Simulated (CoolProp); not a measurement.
Model: reference Helmholtz-energy equation of state, Thol 2018, in CoolProp.

Q: For hydrogen chloride, give the phase and the cv (kJ/(kg K)), speed of sound (m/s) at 361.8 K and 0.101 MPa; 522.2 K and 0.101 MPa.

A: 
- 361.8 K and 0.101 MPa: gas; cv 0.573, speed of sound 339
- 522.2 K and 0.101 MPa: gas; cv 0.577, speed of sound 408
